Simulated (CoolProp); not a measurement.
A simple Rankine cycle with R1336mzz(E): condensing at 333.15 K, boiler at 1.42 MPa, turbine inlet 375.7 K, turbine efficiency 0.8, pump efficiency 0.7, no recuperator. Each further row changes one setting.

The numbers come from the reference Helmholtz-energy equation of state, Akasaka 2023 in CoolProp.

```
case                             thermal efficiency (%)  net work (kJ/kg)  heat in (kJ/kg)  turbine exit temperature (K)  volume ratio over the turbine
-------------------------------  ----------------------  ----------------  ---------------  ----------------------------  -----------------------------
as stated                                           6.4              9.45              147                         348.8                           2.86
turbine inlet 395.7 K                               6.4              10.8              169                         370.9                           2.71
condensing temperature 325.15 K                     7.6              12.0              158                         343.8                           3.63
boiler pressure 0.994 MPa                           4.2              6.49              156                         361.4                           1.83
turbine efficiency 0.7                              5.5              8.14              147                         350.2                           2.88
```
